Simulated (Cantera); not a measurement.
# Adiabatic ignition

An adiabatic, constant-pressure homogeneous reactor starts with 19.9 % CO, 4.19 % H₂, 14.9 % O₂, 61.0 % N₂, equivalence ratio 0.81, at 1350 K and 490000 Pa.

Detailed kinetics in Cantera: GRI-Mech 3.0 (53 species, 325 reactions). The hydrogen kinetics of GRI-Mech 3.0 are dated; newer H2 mechanisms differ, most at raised pressure.

```csv
t (s),T (K),x CO,x H₂,x O₂,x H,x HO₂,x NO
4.00e-6,1350,0.199,0.0418,0.149,6.86e-6,4.56e-6,<1e-12
1.50e-5,1934,0.129,0.00325,0.0860,0.0104,4.95e-5,2.11e-5
5.65e-5,2616,0.0597,0.00208,0.0559,0.00240,7.87e-6,0.000491
0.000213,2751,0.0449,0.00149,0.0489,0.00122,8.14e-6,0.00282
0.000799,2744,0.0446,0.00148,0.0459,0.00118,7.67e-6,0.00883
0.00300,2737,0.0444,0.00149,0.0435,0.00115,7.27e-6,0.0138
0.0113,2737,0.0444,0.00149,0.0434,0.00114,7.25e-6,0.0141
0.0425,2737,0.0444,0.00149,0.0434,0.00114,7.25e-6,0.0141
0.160,2737,0.0444,0.00149,0.0434,0.00114,7.25e-6,0.0141
0.600,2737,0.0444,0.00149,0.0434,0.00114,7.25e-6,0.0141
```
x: mole fraction; the columns are a selection and need not sum to one.

```
Item                                                                 Value
---------------------------------  ---------------------------------------
time of steepest temperature rise                                  10.4 µs
temperature at 0.600 s                                              2737 K
equilibrium temperature                                             2737 K
x(CO) at 0.600 s                     0.0444 (gas-phase equilibrium 0.0444)
x(H₂) at 0.600 s                   0.00149 (gas-phase equilibrium 0.00149)
x(O₂) at 0.600 s                     0.0434 (gas-phase equilibrium 0.0434)
```
